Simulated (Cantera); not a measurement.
Mixture: CH4 : H2 : O2 : N2 = 1 : 0.46 : 3.78 : 15.9 (molar parts), at 1.60 bar, adiabatic and at constant pressure. Ignition delay is the time to a rise of 400 K.

Computed with Cantera and GRI-Mech 3.0 (53 species, 325 reactions).

Question: At T0 = 1698 K, what is the delay, and which 6 reactions control it most (d ln τ / d ln k, from doubling and halving each rate constant)?

Answer: The delay is 58.0 µs.
```csv
reaction,d ln τ / d ln k,faster rate
H + O2 <=> O + OH,-0.72,shortens it
H2 + OH <=> H + H2O,-0.25,shortens it
CH4 + OH <=> CH3 + H2O,0.23,lengthens it
CH4 + H <=> CH3 + H2,0.22,lengthens it
CH3 + O2 <=> CH3O + O,-0.14,shortens it
H2 + O <=> H + OH,-0.11,shortens it
```
